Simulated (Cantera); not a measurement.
Iron carbonyl, mercury and lead vapours: PbO + H2

A closed system holds: 1 mol PbO, 1.1 mol H2, held at 952 °C and 4730 Torr.

Cantera equilibrium calculation (NASA polynomials, part measured and part estimated; ideal gas, pure solids and liquids). Candidate condensed phases: H2O, Pb, PbO, PbO2, Pb3O4; 12 gas species. Kinetics and transport are ignored.

| Quantity | Value |
|---|---|
| x(H2O) | 0.909 |
| x(H2) | 0.0909 |
| x(Pb) | 0.000148 |
| n(Pb(l)) | 1.000 mol |
| gas amount | 1.100 mol |
